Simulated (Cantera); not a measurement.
Source: NASA polynomial tables (part measured, part estimated), evaluated in Cantera. Values are per mole of reaction as written; species without (g) are pure solids or liquids, kept so even where they would boil at 1 bar.

Question: Between 350 and 850 K, where is each reaction favourable under standard conditions?
- 3 SO2(g) + 2 N2O(g) ⇌ 4 NO2(g) + 3 S

Answer: 
- 3 SO2(g) + 2 N2O(g) ⇌ 4 NO2(g) + 3 S: ΔG° is 909 kJ at 350 K and 951 kJ at 850 K; it stays positive (K < 1). ΔH° is 894 kJ and ΔS° -68 J/K at 850 K.
